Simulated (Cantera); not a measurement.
A closed system holds: 1 mol AlCl3, 500 mol NH3, 69 mol N2, held at 100000 Pa.

Method: chemical equilibrium by Gibbs-energy minimisation in Cantera with the NASA 1993 tables (ideal gas, pure condensed phases). Candidate condensed phases: Al, AlCl3, AlN, NH4Cl; 20 gas species. The tables' values for AlCl2 are old estimates; treat these amounts as uncertain. The numbers say what is thermodynamically allowed, not how fast it happens.

log p: log10 of the partial pressure in bar; n: condensed amount in mol.

| T (K) | log p H2 | log p N2 | log p H | log p HCl | n AlN(s) |
|---|---|---|---|---|---|
| 1725 | -0.16 | -0.53 | … | -2.58 | 0.836 |
| 1775 | -0.16 | -0.53 | … | -2.60 | 0.697 |
| 1825 | -0.16 | -0.53 | … | -2.64 | 0.479 |
| 1875 | -0.16 | -0.53 | … | -2.70 | 0.170 |
| 1925 | -0.16 | -0.53 | … | -2.73 | 0 |
| 1975 | -0.16 | -0.53 | … | -2.73 | 0 |
| 2025 | -0.16 | -0.53 | … | -2.73 | 0 |
| 2075 | -0.16 | -0.53 | … | -2.73 | 0 |
| 2125 | -0.16 | -0.53 | … | -2.72 | 0 |
| 2175 | -0.16 | -0.53 | … | -2.72 | 0 |

Problem. What belongs in the gaps?

Solution. 
- 1725, log p H: -3.81
- 1775, log p H: -3.62
- 1825, log p H: -3.43
- 1875, log p H: -3.26
- 1925, log p H: -3.10
- 1975, log p H: -2.94
- 2025, log p H: -2.79
- 2075, log p H: -2.65
- 2125, log p H: -2.52
- 2175, log p H: -2.39
